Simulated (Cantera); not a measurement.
A closed system holds: 1 mol B, 0.37 mol H2O, 3 mol H2, at 7.50 Torr.

Cantera equilibrium calculation (NASA polynomials, part measured and part estimated; ideal gas, pure solids and liquids). Candidate condensed phases: B, B2O3, B3O3H3, H2O; 23 gas species. Mutual solubility and eutectic melting of coexisting phases are not modelled. The tables' values for BH2 are old estimates; treat these amounts as uncertain. The numbers say what is thermodynamically allowed, not how fast it happens.

log p: log10 of the partial pressure in bar; n: condensed amount in mol.

```
T (K)  log p H2  log p H  log p HBO  log p BO  log p B2O2  log p B2O3  n B(s)  n B2O3(l)  n B(l)
-----  --------  -------  ---------  --------  ----------  ----------  ------  ---------  ------
1050      -2.00    -9.09      -6.52    -11.82       -9.40         [?]   0.751      0.121       0
1150      -2.00    -8.13      -5.62    -10.06       -7.83         [?]   0.751      0.121       0
1250      -2.00    -7.32      -4.87     -8.59       -6.51         [?]   0.749      0.119       0
1350      -2.00    -6.62      -4.24     -7.34       -5.40         [?]   0.744      0.113       0
1450      -2.01    -6.03      -3.70     -6.27       -4.45         [?]   0.720     0.0863       0
1550      -2.03    -5.52      -3.29     -5.39       -3.73         [?]   0.649          0       0
1650      -2.04    -5.06      -3.24     -4.93       -3.73         [?]   0.640          0       0
1750      -2.04    -4.65      -3.21     -4.55       -3.76         [?]   0.635          0       0
1850      -2.04    -4.29      -3.19     -4.21       -3.80         [?]   0.632          0       0
1950      -2.05    -3.96      -3.20     -3.93       -3.88         [?]   0.630          0       0
2050      -2.05    -3.67      -3.22     -3.70       -3.98         [?]   0.627          0       0
2150      -2.06    -3.41      -3.27     -3.51       -4.13         [?]   0.624          0       0
2250      -2.08    -3.17      -3.35     -3.37       -4.33         [?]   0.619          0       0
2350      -2.10    -2.95      -3.45     -3.28       -4.57         [?]       0          0   0.608
```

Problem. What belongs in the gaps?

Solution. 
- 1050, log p B2O3: -10.49
- 1150, log p B2O3: -8.78
- 1250, log p B2O3: -7.36
- 1350, log p B2O3: -6.15
- 1450, log p B2O3: -5.12
- 1550, log p B2O3: -4.40
- 1650, log p B2O3: -4.69
- 1750, log p B2O3: -5.00
- 1850, log p B2O3: -5.32
- 1950, log p B2O3: -5.64
- 2050, log p B2O3: -5.99
- 2150, log p B2O3: -6.38
- 2250, log p B2O3: -6.83
- 2350, log p B2O3: -7.33
